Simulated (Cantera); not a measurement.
An isothermal, constant-pressure homogeneous reactor starts with N2O : N2 = 1 : 0.16 (molar parts), at 1100 K and 20.0 Torr. Integrator tolerance rtol = 1e-08.

Computed with Cantera and GRI-Mech 3.0 (53 species, 325 reactions). GRI-Mech 3.0 was tuned for natural gas; its chemistry of N2O as a main component is partial and can be far from experiment. Radical loss at walls, strong at low pressure, is not modelled. The mechanism lacks the step 2 NO + O2 → 2 NO2, which can matter for NO2 below about 1400 K. The temperature is held fixed by assumption; the heat of reaction is taken as removed at once.

Question: What does this change do: pressure from 20.0 Torr to 1.20 bar?

Answer: 
| quantity | before | after |
|---|---|---|
| x(N2O) at 3.00 s | 0.854 (gas-phase equilibrium 1.11e-9) | 0.616 (gas-phase equilibrium 7.47e-9) |
| x(NO2) at 3.00 s | 5.75e-8 (gas-phase equilibrium 5.37e-7) | 0.000177 (gas-phase equilibrium 3.60e-6) |
| x(O2) at 3.00 s | 0.00248 (gas-phase equilibrium 0.301) | 0.0804 (gas-phase equilibrium 0.301) |
| x(NO) at 3.00 s | 0.000363 (gas-phase equilibrium 9.64e-5) | 0.0110 (gas-phase equilibrium 9.64e-5) |
| x(O) at 3.00 s | 3.32e-7 (gas-phase equilibrium 8.44e-9) | 2.49e-7 (gas-phase equilibrium 1.26e-9) |
| x(N2) at 3.00 s | 0.143 (gas-phase equilibrium 0.699) | 0.293 (gas-phase equilibrium 0.699) |

Question: What does this change do: temperature 1100 to 1373 K?

Answer: 
```json
[
 {"quantity": "x(N2O) at 3.00 s", "before": "0.854 (gas-phase equilibrium 1.11e-9)", "after": "0.293 (gas-phase equilibrium 6.94e-9)"},
 {"quantity": "x(NO2) at 3.00 s", "before": "5.75e-8 (gas-phase equilibrium 5.37e-7)", "after": "2.23e-5 (gas-phase equilibrium 1.12e-6)"},
 {"quantity": "x(O2) at 3.00 s", "before": "0.00248 (gas-phase equilibrium 0.301)", "after": "0.162 (gas-phase equilibrium 0.301)"},
 {"quantity": "x(NO) at 3.00 s", "before": "0.000363 (gas-phase equilibrium 9.64e-5)", "after": "0.0728 (gas-phase equilibrium 0.000703)"},
 {"quantity": "x(O) at 3.00 s", "before": "3.32e-7 (gas-phase equilibrium 8.44e-9)", "after": "1.86e-5 (gas-phase equilibrium 2.08e-6)"},
 {"quantity": "x(N2) at 3.00 s", "before": "0.143 (gas-phase equilibrium 0.699)", "after": "0.472 (gas-phase equilibrium 0.698)"}
]
```
